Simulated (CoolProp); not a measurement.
The numbers come from the reference Helmholtz-energy equation of state, Zhou 2012 in CoolProp.

Problem. For ethylbenzene, give the phase and the cp (kJ/(kg K)), cv (kJ/(kg K)), speed of sound (m/s), isothermal compressibility (1/MPa) at 346.85 °C and 2.38 MPa.

Solution. 
- 346.85 °C and 2.38 MPa: gas; cp 2.63, cv 2.29, speed of sound 162, isothermal compressibility 0.638
